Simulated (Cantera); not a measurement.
Input: 1 mol Al, 2.8 mol HCl.

Cantera equilibrium calculation (NASA polynomials, part measured and part estimated; ideal gas, pure solids and liquids). Candidate condensed phases: Al, AlCl₃; 12 gas species. The tables' values for AlCl₂ are old estimates. The numbers say what is thermodynamically allowed, not how fast it happens.

Stable condensed phases, one row left out:

```
T in K \ P in Pa
              1    3.6     13     46    170    600   2200   7700  28000 100000
   1223       A      A      A      A      A      A      A      A      A      A
   1173       A      A      A      A      A      A      A      A      A      A
   1123       A      A      A      A      A      A      A      A      A      B
   1073       A      A      A      A      A      A      A      A      B      B
   1023       A      A      A      A      A      A      A      B      B      B
    973       A      A      A      A      A      A      B      B      B      B
    923       A      A      A      A      A      B      B      B      B      B
    873       A      A      A      A      B      B      B      B      B      B
    773       A      B      B      B      B      B      B      B      B      B
    723       B      B      B      B      B      B      B      B      B      B
    673       B      B      B      B      B      B      B      B      B      B
    623       B      B      B      B      B      B      B      B      B      B
```

A: gas only; B: Al.

Problem. Give the row for 823 K.

Solution. 1: gas only; 3.6: gas only; 13: gas only; 46: Al; 170: Al; 600: Al; 2200: Al; 7700: Al; 28000: Al; 100000: Al.
